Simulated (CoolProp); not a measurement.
Saturation properties of CH3F (R41) (Tc = 44.1 °C, pc = 5.906 MPa, ω = 0.200).

Model: reference Helmholtz-energy equation of state, Lemmon 2006, in CoolProp. It is a short technical equation, of lower accuracy than the large ones.

```csv
T (°C),p (MPa),liquid cp (kJ/(kg K)),surface tension (mN/m)
-28.95,0.8500,2.267,8.15
-25.25,?,2.297,?
-21.65,1.080,2.329,7.15
-17.95,1.213,2.366,6.66
-14.25,1.358,2.408,?
-10.65,1.511,2.454,5.70
-6.95,1.682,2.507,5.22
-3.35,1.861,2.567,4.77
0.35,2.060,2.637,4.31
4.05,2.274,2.720,3.87
7.65,2.498,2.815,3.44
11.35,?,2.934,3.01
15.05,3.012,3.080,2.60
```

Task: Complete the blanks.

Result: 
- -25.25, p (MPa): 0.9615
- -25.25, surface tension (mN/m): 7.64
- -14.25, surface tension (mN/m): 6.17
- 11.35, p (MPa): 2.746

It boils at -78.4 °C under 1 atm.

Surface tension comes from a separate correlation (Mulero 2012).
